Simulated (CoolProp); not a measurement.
A Linde-Hampson liquefier for dry air: isothermal reversible compression at 200 K from 1 atm to 5 MPa, throttling to 1 atm, return gas leaving the recuperator 10 K below the feed. Each further row changes one setting.

Values from CoolProp's reference Helmholtz-energy equation of state, Lemmon 2000. It is a pseudo-pure fit of the blend.

| case | liquid yield per pass | compression work (kJ/kg of gas) |
|---|---|---|
| as stated | 0.048 | 217 |
| high pressure 10 MPa | 0.130 | 251 |
| warm-end temperature 230 K | 0.025 | 253 |
| warm-end gap 15 K | 0.032 | 217 |
